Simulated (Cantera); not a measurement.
Cantera run:

```python
import numpy as np
import cantera as ct

gas_names = [...]  # 135 gases of nasa_gas.yaml made of C, Cl, F, H
cond_names = """
    C(gr) C6H6(L) C7H8(L) C8H18(L),n-octa
""".split()


# ... load() reads the species with a 1 bar reference pressure and builds the phases ...
atoms = {
    'CCl4': {'C': 1, 'CL': 4},
    'CH4': {'C': 1, 'H': 4},
    'F2': {'F': 2},
}
top_T = {'C(gr)': 4500}  # K; cautious upper limits of use, not melting points


# ... equilibrate(T, P, feed) seeds the gas with the atoms and calls Mixture.equilibrate('TP', solver="vcs", rtol=1e-11, max_steps=5000) ...
results = []
feed = {'CCl4': 1, 'CH4': 0.073, 'F2': 0.26}  # mol
P = 133.322  # Pa
for T in [2000, 2250, 2500, 2750, 3000, 3250, 3500, 3750, 4000, 4250, 4500, 4750, 5000]:
    mix = equilibrate(T, P, feed)
    results.append((T, P, feed, dict(zip(mix.species_names, mix.species_moles))))

top = {s: max(r[3][s] / sum(r[3][g] for g in gas_names) for r in results) for s in gas_names}
cols = sorted((s for s in top if top[s] > 1e-05), key=lambda s: -top[s])[:6]
seen = [c for c in cond_names if any(r[3].get(c, 0) > 1e-12 for r in results)]
print("log10 of partial pressures in bar; condensed amounts in mol")
print(f"{'T/K':>10s}" + "".join(f"{s[:9]:>10s}" for s in cols + seen))
for T, P, feed, n in results:
    ng = sum(n[g] for g in gas_names)
    print(f"{T:10.4g}" + "".join(f"{np.log10(max(n[s] / ng * P / 1e5, 1e-99)):10.3f}" for s in cols)
          + "".join(f"{n.get(c, 0):10.4g}" for c in seen))
```

Result:

```
log10 of partial pressures in bar; condensed amounts in mol
       T/K        CL         C         F        HF        C3         H     C(gr)
      2000    -2.924   -10.517    -4.418    -4.066   -10.557    -8.612     1.025
      2250    -2.928    -8.439    -4.203    -4.075    -8.187    -7.124      1.06
      2500    -2.930    -6.779    -4.159    -4.094    -6.304    -5.815     1.057
      2750    -2.942    -5.423    -4.100    -4.192    -4.773    -4.844    0.8502
      3000    -2.985    -4.509    -4.002    -4.545    -4.148    -4.354         0
      3250    -3.008    -3.996    -3.938    -5.124    -4.402    -4.200         0
      3500    -3.032    -3.711    -3.932    -5.785    -5.086    -4.181         0
      3750    -3.040    -3.635    -3.931    -6.378    -6.191    -4.180         0
      4000    -3.042    -3.620    -3.930    -6.899    -7.316    -4.180         0
      4250    -3.043    -3.616    -3.929    -7.359    -8.337    -4.180         0
      4500    -3.043    -3.615    -3.929    -7.770    -9.252    -4.180         0
      4750    -3.043    -3.615    -3.929    -8.138   -10.073    -4.180         0
      5000    -3.043    -3.616    -3.929    -8.470   -10.814    -4.180         0
```

Cantera equilibrium calculation (NASA polynomials, part measured and part estimated; ideal gas, pure solids and liquids). The tables' values for CCl are old estimates; treat these amounts as uncertain.
